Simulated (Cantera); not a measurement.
Feed: 1 mol SiH2Cl2, 0.48 mol Cl2, 9 mol N2, held at 1548.15 K and 520 Pa.

Method: chemical equilibrium by Gibbs-energy minimisation in Cantera with the NASA 1993 tables (ideal gas, pure condensed phases). Candidate condensed phases: NH4Cl, Si, Si3N4; 28 gas species. The tables' values for SiCl3 are old estimates; treat these amounts as uncertain. Kinetics and transport are ignored.

Base state: N2 0.785, HCl 0.0962, SiCl2 0.0731, H2 0.0398, SiCl3 0.00469, SiCl4 0.000843, Cl 0.000165, H 8.53e-5 (mole fractions); condensed: Si3N4(s).

Task: What changes in the equilibrium state with this change: temperature from 1548.15 K to 1175 K?

Result: 
| species | before | after |
|---|---|---|
| N2 | 0.785 | 0.801 |
| HCl | 0.0962 | 0.144 |
| SiCl4 | 0.000843 | 0.0319 |
| SiCl2 | 0.0731 | 0.000472 |
| H2 | 0.0398 | 0.0213 |
| H | 8.53e-5 | 2.48e-7 |
| Cl | 0.000165 | 1.47e-6 |
| Si3N4(s), mol | 0.0348 | 0.213 |
N2 is the only nitrogen source here; it is nearly inert below about 1500 K, so the nitride shown seldom forms there in practice.
